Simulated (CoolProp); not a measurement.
Vapour-liquid equilibrium of hydrogen sulfide (1) + n-hexane (2) at 314.2 K; x and y are mole fractions of (1).

Computed with CoolProp (multi-fluid Helmholtz-energy mixture model, Lemmon 2006 and Thol 2019; pair parameters Kunz 2012).

```
x     bubble pressure, mixture model (kPa)  bubble pressure, Raoult's law (kPa)  y, mixture model  y, Raoult's law
----  ------------------------------------  -----------------------------------  ----------------  ---------------
0.05                                 212.7                                183.4             0.816            0.799
0.15                                 583.7                                472.5             0.933            0.930
0.25                                 923.3                                761.6             0.958            0.962
0.35                                  1210                                 1051             0.968            0.976
0.45                                  1457                                 1340             0.974            0.984
0.55                                  1686                                 1629             0.979            0.989
0.65                                  1918                                 1918             0.983            0.993
0.75                                  2167                                 2207             0.987            0.996
0.85                                  2442                                 2496             0.991            0.998
0.95                                  2752                                 2786             0.997            0.999
```

The largest gap from Raoult's law is +23.5 % in bubble pressure, at x = 0.15. No azeotrope shows between x = 0.05 and 0.95.

The pair parameters rest on a limited set of measurements; away from them the model extrapolates. The gap from Raoult's law changes sign with composition, which may be real or a fault of the pair parameters; it wasn't checked against measurements.
